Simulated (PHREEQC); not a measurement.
# Alkaline etch or developer: an equilibrium model

Consider water at 65 °C with 0.012 mol NaOH per kg of water. Closed to the air; pH follows from the charge balance.

Model: ion-association model, phreeqc.dat, run in PHREEQC.

```
Quantity                      Result
--------------------  --------------
pH                             10.93
ionic strength        0.0120 mol/kgw
specific conductance      5630 µS/cm
total alkalinity         12.0 meq/kg
```

```tsv
species	molality	activity	log γ
OH-	0.0120	0.0106	-0.054
Na+	0.0120	0.0107	-0.052
```

No solid was allowed to form. Constants without temperature data keep their 25 °C values here.
